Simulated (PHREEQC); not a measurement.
# Reverse-osmosis reject: an equilibrium model

Model water analysis in mmol/kgw, 25 °C, pH 6.31, pe 8.2:

```json
[
 {"constituent": "Na", "mmol/kgw": "118"},
 {"constituent": "K", "mmol/kgw": "0.005"},
 {"constituent": "Ca", "mmol/kgw": "4.87"},
 {"constituent": "Mg", "mmol/kgw": "2.23"},
 {"constituent": "Cl", "mmol/kgw": "103"},
 {"constituent": "S(6)", "mmol/kgw": "3.2"},
 {"constituent": "Alkalinity (meq/kgw)", "mmol/kgw": "18.9"},
 {"constituent": "Br", "mmol/kgw": "0.185"},
 {"constituent": "Cu(2)", "mmol/kgw": "0.164"},
 {"constituent": "Cd", "mmol/kgw": "2.12"},
 {"constituent": "O(0) (counted as O atoms)", "mmol/kgw": "0.103"}
]
```

Cl is adjusted to close the charge balance.
Valence states are taken as typed.

Model: ion-association model, wateq4f.dat, run in PHREEQC.

```
Property               Result
--------------  -------------
ionic strength  0.141 mol/kgw
```

```
species  molality  activity   log γ
-------  --------  --------  ------
Na+         0.117    0.0891  -0.118
Cl-         0.109    0.0807  -0.132
HCO3-      0.0175    0.0134  -0.115
CO2        0.0144    0.0148   0.014
Ca+2      0.00430   0.00152  -0.451
SO4-2     0.00236  0.000781  -0.480
Mg+2      0.00195  0.000726  -0.428
CdCl+     0.00129  0.000987  -0.118
NaHCO3   0.000651  0.000672   0.014
NaSO4-   0.000455  0.000349  -0.115
Cd+2     0.000378  0.000128  -0.471
```

This is a speciation only: nothing precipitates in the calculation. Saturation is exceeded, for instance for Otavite, Malachite; the values hold only as long as no solid forms. Species that the database lacks are ignored.
